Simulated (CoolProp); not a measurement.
The fluid at 293.15 K and 1.19 MPa (gas) is heated at constant pressure to 358.6 K. The same conditions are run with several fluids, on thermodynamics alone (safety and materials aside).

Values from CoolProp's reference Helmholtz-energy equation of state of each fluid (nitrogen: Span 2000; CH3F (R41): Lemmon 2006; sulfur hexafluoride: Guder 2009; dry air: Lemmon 2000; oxygen: Schmidt 1985). Blends and air are pseudo-pure fits.

| fluid | heat (kJ/kg) | final density (kg/m³) |
|---|---|---|
| nitrogen | ___ | ___ |
| CH3F (R41) | ___ | ___ |
| sulfur hexafluoride | ___ | ___ |
| dry air | ___ | 11.6 |
| oxygen | 61.4 | 12.8 |

Fill in the missing entries.


- nitrogen, heat (kJ/kg): 69.1
- nitrogen, final density (kg/m³): 11.2
- CH3F (R41), heat (kJ/kg): 86.4
- CH3F (R41), final density (kg/m³): 14.4
- sulfur hexafluoride, heat (kJ/kg): 49.8
- sulfur hexafluoride, final density (kg/m³): 63.0
- dry air, heat (kJ/kg): 66.9

Above 300 K oxygen's equation is extrapolated.
